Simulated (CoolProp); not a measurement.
Vapour-liquid equilibrium of propylene (1) + cyclohexane (2) at 330.7 K; x and y are mole fractions of (1).

Computed with CoolProp (multi-fluid Helmholtz-energy mixture model, Lemmon 2013 and Zhou 2014; pair parameters Bell 2016).

| x | bubble pressure, mixture model (MPa) | bubble pressure, Raoult's law (MPa) | y, mixture model | y, Raoult's law |
|---|---|---|---|---|
| 0.05 | 0.1712 | 0.1656 | 0.723 | 0.726 |
| 0.2 | 0.5233 | 0.5192 | 0.913 | 0.927 |
| 0.35 | 0.8548 | 0.8728 | 0.950 | 0.964 |
| 0.5 | 1.175 | 1.226 | 0.966 | 0.981 |
| 0.65 | 1.495 | 1.580 | 0.977 | 0.989 |
| 0.8 | 1.833 | 1.934 | 0.986 | 0.995 |
| 0.95 | 2.235 | 2.287 | 0.996 | 0.999 |

The largest gap from Raoult's law is -5.4 % in bubble pressure, at x = 0.65. No azeotrope shows between x = 0.05 and 0.95.

Pair parameters are fitted to limited data, so mixtures are less certain than the pure fluids. The gap from Raoult's law changes sign with composition, which may be real or a fault of the pair parameters; it wasn't checked against measurements.
